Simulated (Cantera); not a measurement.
Charge: 1 mol CH₄, 3.6 mol H₂O, 2.9 mol H₂, 0.0001 mol H₂S, equilibrated at 75.0 Torr.

Cantera equilibrium calculation (NASA polynomials, part measured and part estimated; ideal gas, pure solids and liquids). Candidate condensed phases: C, C₆H₆, C₇H₈, C₈H₁₈, H₂O, H₂SO₄, S; 123 gas species. Rates play no part.

At 1825 K, list the 4 most abundant gas species with their mole fractions, and the condensed phases.

H₂ 0.630, H₂O 0.263, CO 0.0951, CO₂ 0.0101. Condensed: gas only.
